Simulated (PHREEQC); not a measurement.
Dissolve 0.0018 mol/kgw H3PO4, 0.013 mol/kgw HNO3 and 3.6e-06 mol/kgw H4SiO4 at 25 °C. Closed to the air; pH follows from the charge balance.

All values are PHREEQC results (ion-association model, wateq4f.dat), not measurements.

- pH: 1.91
- ionic strength: 0.0137 mol/kgw
- total alkalinity: -14.8 meq/kg

| species | molality | activity | log γ |
|---|---|---|---|
| H+ | 0.0137 | 0.0124 | -0.044 |
| NO3- | 0.0130 | 0.0115 | -0.054 |
| H3PO4 | 0.00111 | 0.00112 | 0.001 |
| H2PO4- | 0.000687 | 0.000613 | -0.049 |
| H4SiO4 | 3.60e-6 | 3.61e-6 | 0.001 |
| HPO4-2 | 4.89e-9 | 3.08e-9 | -0.200 |

Precipitation was switched off in this run. Complexes and solids missing from the database can't appear. H3PO4, which wateq4f.dat lacks, is added to it with the constant of phreeqc.dat.
